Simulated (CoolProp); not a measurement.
Vapour-liquid equilibrium of C3F8 (R218) (1) + c-C4F8 (RC318) (2) at 240.6 K; x and y are mole fractions of (1).

The numbers come from the multi-fluid Helmholtz-energy mixture model, Lemmon 2006 and Platzer 1990; pair parameters Bell 2016 in CoolProp. This equation is an older, rougher fit; its heat capacities, sound speeds and derivatives of the liquid may be far off and weren't checked against measurements.

```
x     bubble pressure (kPa)  y at the bubble point  dew pressure at overall composition x (kPa)  liquid density (mol/L)
----  ---------------------  ---------------------  -------------------------------------------  ----------------------
0.05                  30.31                  0.091                                        29.72                   8.544
0.2                   36.92                  0.392                                        32.21                   8.583
0.35                  48.13                  0.645                                        35.70                   8.606
0.5                   63.25                  0.809                                        40.73                   8.611
0.65                  80.74                  0.905                                        48.47                   8.598
0.8                   98.94                  0.960                                        62.04                   8.564
0.95                  116.6                  0.992                                        94.80                   8.507
```

No azeotrope shows between x = 0.05 and 0.95.

The pair parameters rest on a limited set of measurements; away from them the model extrapolates.
